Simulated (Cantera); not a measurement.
A closed system holds: 1 mol MgO, 38 mol HCl, equilibrated at 1223.15 K.

Method: chemical equilibrium by Gibbs-energy minimisation in Cantera with the NASA 1993 tables (ideal gas, pure condensed phases). Candidate condensed phases: H₂O, Mg, MgCl₂, MgO, Mg(OH)₂; 22 gas species. Equilibrium is a limit: real reactors are often held back by kinetics, nucleation or transport.

Problem. Which condensed phases are stable at each of these points (P (Pa)): 1, 6.80, 46, 320, 2200, 15000, 100000?

Solution. 
```csv
P (Pa),condensed phases,Mg condensed (%)
1,MgO(s),23.9
6.80,MgO(s),23.8
46,MgO(s),23.8
320,MgO(s),23.8
2200,MgO(s),23.8
15000,MgO(s),23.8
100000,MgCl₂(l),54.8
```

From 1.00 Pa to 15000 Pa the condensed part is MgO(s). At 100000 Pa the condensed part is MgCl₂(l).
